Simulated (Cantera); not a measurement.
Input: 1 mol Cu2O, 15 mol CO, 0.93 mol H2, held at 1750 K and 0.00133 bar.

Method: chemical equilibrium by Gibbs-energy minimisation in Cantera with the NASA 1993 tables (ideal gas, pure condensed phases). Candidate condensed phases: C, C6H6, C7H8, C8H18, Cu, CuO, Cu(OH)2, Cu2O, H2O; 113 gas species. Kinetics and transport are ignored.

Base state: CO 0.789, Cu 0.111, CO2 0.0467, H2 0.0421, H2O 0.00903, H 0.00131, Cu2 8.49e-5, OH 1.64e-5 (mole fractions); condensed: gas only.

### Question
What changes in the equilibrium state with this change: temperature from 1750 K to 1850 K?

### Answer
```csv
species,before,after
CO,0.789,0.789
Cu,0.111,0.111
CO2,0.0467,0.0461
H,0.00131,0.00298
H2,0.0421,0.0407
OH,1.64e-5,5.16e-5
Cu2,8.49e-5,4.11e-5
H2O,0.00903,0.00955
```
